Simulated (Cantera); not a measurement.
A closed system holds: 1 mol Ta, 0.52 mol CO2, at 2102 °C and 57.0 mbar.

Cantera equilibrium calculation (NASA polynomials, part measured and part estimated; ideal gas, pure solids and liquids). Candidate condensed phases: C, Ta, TaC, Ta2O5; 15 gas species. Mutual solubility and eutectic melting of coexisting phases are not modelled. Condensed phases not in the tables: Ta2C, N, O or C dissolved in the metal. Kinetics and transport are ignored.

Base state: CO 0.995, TaO2 0.00288, CO2 0.00100, TaO 0.000666 (mole fractions); condensed: Ta(s) + Ta2O5(l).

Question: What changes in the equilibrium state with this change: CO2 from 0.52 to 4.2 mol?

Answer: 
```tsv
species	before	after
CO	0.995	0.599
CO2	0.00100	0.396
O2	5.99e-9	0.00258
TaO2	0.00288	0.000112
TaO	0.000666	3.96e-8
O	2.46e-6	0.00161
Ta(s), mol	0.792	0
Ta2O5(l), mol	0.103	0.500
```
